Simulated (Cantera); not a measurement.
Input (Python, Cantera):

```python
import numpy as np
import cantera as ct

gas = ct.Solution("gri30.yaml")
gas.TPX = 350, 170000, {'CO': 1, 'H2': 0.11, 'CH4': 0.23, 'O2': 2.36, 'N2': 8.88}
inlet = ct.Reservoir(gas, clone=True)
gas.equilibrate("HP")  # start burning
reactor = ct.IdealGasConstPressureReactor(gas, energy="on", clone=False)
exhaust = ct.Reservoir(gas, clone=True)
tau = [0.051, 0.024, 0.012, 0.0056, 0.0027, 0.0013, 0.00061, 0.00029, 0.00014, 6.7e-05, 3.2e-05, 1.5e-05][0]
for a, b in ((inlet, reactor), (reactor, exhaust)):
    ct.MassFlowController(a, b, mdot=lambda t: reactor.mass / tau)
net = ct.ReactorNet([reactor])
show = ['CO', 'H2', 'CH4', 'NO', 'NO2', 'OH']

rows = []
print(f"{'tau/s':>10s}{'T/K':>9s}" + "".join(f"{s:>11s}" for s in show))
for tau in [0.051, 0.024, 0.012, 0.0056, 0.0027, 0.0013, 0.00061, 0.00029, 0.00014, 6.7e-05, 3.2e-05, 1.5e-05]:
    net.initial_time = 0.0
    net.advance(30 * tau)
    before = gas.X
    net.advance(40 * tau)
    drift = np.max(np.abs(gas.X - before) / (gas.X + 1e-9))
    rows.append([gas.T, *gas[show].X, drift])
    print(f"{tau:10.3e}{gas.T:9.1f}" + "".join(f"{x:11.3e}" for x in gas[show].X))
```

Result:

```
     tau/s      T/K         CO         H2        CH4         NO        NO2         OH
 5.100e-02   1520.1  1.033e-03  4.046e-05  1.142e-05  6.216e-06  5.621e-08  4.517e-04
 2.400e-02   1513.4  1.737e-03  6.713e-05  1.842e-05  5.022e-06  4.134e-08  5.615e-04
 1.200e-02   1503.4  2.818e-03  1.067e-04  2.884e-05  3.937e-06  2.885e-08  6.755e-04
 5.600e-03   1485.1  4.861e-03  1.775e-04  4.843e-05  2.939e-06  1.865e-08  8.032e-04
 2.700e-03   1454.0  8.443e-03  2.913e-04  8.489e-05  2.176e-06  1.222e-08  8.937e-04
 1.300e-03   1389.1  1.626e-02  5.175e-04  1.845e-04  1.321e-06  7.380e-09  8.413e-04
 6.100e-04    350.0  7.949e-02  8.744e-03  1.828e-02 -2.724e-22 -4.543e-21 -1.097e-30
 2.900e-04    350.0  7.949e-02  8.744e-03  1.828e-02 -9.928e-26 -1.656e-24  1.001e-31
 1.400e-04    350.0  7.949e-02  8.744e-03  1.828e-02 -6.271e-27 -1.046e-25  6.001e-32
 6.700e-05    350.0  7.949e-02  8.744e-03  1.828e-02 -3.961e-28 -6.607e-27  3.171e-32
 3.200e-05    350.0  7.949e-02  8.744e-03  1.828e-02 -2.502e-29 -4.173e-28  1.541e-32
 1.500e-05    350.0  7.949e-02  8.744e-03  1.828e-02 -1.581e-30 -2.636e-29  6.804e-33
```

Computed with Cantera and GRI-Mech 3.0 (53 species, 325 reactions).
